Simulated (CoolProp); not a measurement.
Tetrahydrofuran at several states: Z from the reference equation and from simpler models built on Tc = 540.2 K, pc = 5304 kPa, ω = 0.234; each cubic takes its own stable root.

Computed with CoolProp (reference Helmholtz-energy equation of state, Fiedler 2023).

| T (K) | p (kPa) | phase | reference |
|---|---|---|---|
| 287.3 | 28400 | liquid | 0.9372 |
| 365.8 | 700 | liquid | 0.02062 |
| 396.5 | 62 | gas | 0.9895 |
| 481.9 | 5050 | liquid | 0.1405 |
| 304.7 | 1050 | liquid | 0.03413 |

Task: How far does each simpler model (van der Waals, Redlich-Kwong, Soave-Redlich-Kwong, Peng-Robinson) lie from the reference over these 5 states: mean and median of the absolute difference, and the worst?

Result: 
- van der Waals: mean 880.9 %, median 59.0 %, worst +4225.9 % at 365.8 K and 700 kPa
- Redlich-Kwong: mean 9.6 %, median 10.0 %, worst +17.9 % at 481.9 K and 5050 kPa
- Soave-Redlich-Kwong: mean 7.2 %, median 7.5 %, worst +13.3 % at 481.9 K and 5050 kPa
- Peng-Robinson: mean 2.8 %, median 4.2 %, worst -4.8 % at 365.8 K and 700 kPa

At some of these states van der Waals gives the other phase, because its saturation line lies elsewhere.
